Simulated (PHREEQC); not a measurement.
Dissolve 0.04 mol/kgw LiOH and 0.26 mol/kgw NH4Br at 25 °C. Closed to the air; pH follows from the charge balance.

Computed with PHREEQC (ion-association model, phreeqc.dat).

```tsv
quantity	before	after
pH	8.71	9.20
ionic strength (mol/kgw)	0.260	0.260
NH4+ (mol/kgw)	0.220	0.220
NH3 (mol/kgw)	0.0400	0.0400
```

Name the change that produced these shifts.
A. diluted 5-fold with water
B. LiOH left out
C. NH4Br from 0.26 to 1.3 mol/kgw
D. 0.0079 mol/kgw Na2SO4 added
E. temperature from 25 to 10 °C

E, temperature from 25 to 10 °C

This is a speciation only: nothing precipitates in the calculation. Away from 25 °C the constants follow the database's enthalpies or fits; those with neither stay at their 25 °C values.
